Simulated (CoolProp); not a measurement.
Properties of acetone at several states (Tc = 508.1 K, pc = 4.692 MPa, ω = 0.307).

Model: reference Helmholtz-energy equation of state, Lemmon 2006, in CoolProp. It is a short technical equation, of lower accuracy than the large ones.

| T (K) | p (MPa) | phase | density (kg/m³) | cp (kJ/(kg K)) | fugacity coefficient |
|---|---|---|---|---|---|
| 324.1 | 0.0591 | gas | 1.316 | 1.478 | 0.9691 |
| 193.4 | 15.1 | liquid | 904.2 | 1.992 | 1.956e-6 |
| 307.3 | 0.411 | liquid | 774.7 | 2.165 | 0.1072 |
| 239.8 | 5.92 | liquid | 851.6 | 2.030 | 0.0002441 |
| 367.4 | 22.9 | liquid | 735.9 | 2.263 | 0.02301 |
